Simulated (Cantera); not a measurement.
Feed: 1 mol Pb, 17 mol N2, 1.5 mol H2, equilibrated at 227 °C and 0.000190 bar.

Method: chemical equilibrium by Gibbs-energy minimisation in Cantera with the NASA 1993 tables (ideal gas, pure condensed phases). Candidate condensed phases: Pb; 11 gas species. Rates play no part.

### Question
What is the equilibrium state?

### Answer
```json
{
 "x(N2)": "0.919",
 "x(H2)": "0.0811",
 "x(NH3)": "1.33e-6",
 "n(Pb(s))": "1.00 mol",
 "gas_amount": "18.50 mol"
}
```
